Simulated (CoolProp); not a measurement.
Propylene along the isotherm 566.4 K: density (kg/m³) from the reference equation and from simpler models built on Tc = 364.2 K, pc = 4.555 MPa, ω = 0.146; each cubic takes its own stable root.

The numbers come from the reference Helmholtz-energy equation of state, Lemmon 2013 in CoolProp.

```csv
p (MPa),phase,reference,ideal gas,van der Waals,Soave-Redlich-Kwong,Peng-Robinson
3.8,gas,36.09,33.95,___,35.72,36.37
7.59,supercritical,76.04,67.82,80.33,74.23,76.70
11.4,supercritical,118.9,101.9,129.1,114.1,___
15.2,supercritical,161.4,135.8,174.6,___,___
19,supercritical,200.5,169.8,210.0,187.8,199.0
22.8,supercritical,234.4,203.7,236.3,219.2,233.4
26.6,supercritical,263.2,237.7,256.4,246.6,263.6
30.4,supercritical,287.5,271.6,___,___,290.3
34.2,supercritical,308.3,305.6,285.6,291.7,313.8
38,supercritical,326.3,339.5,___,310.4,334.7
41.8,supercritical,342.0,373.5,306.4,327.1,353.4
45.5,supercritical,355.6,406.6,314.6,341.7,369.9
```

Some entries are withheld; supply them.


- 3.8, van der Waals: 36.89
- 11.4, Peng-Robinson: 119.2
- 15.2, Soave-Redlich-Kwong: 152.5
- 15.2, Peng-Robinson: 160.7
- 30.4, van der Waals: 272.4
- 30.4, Soave-Redlich-Kwong: 270.6
- 38, van der Waals: 296.8
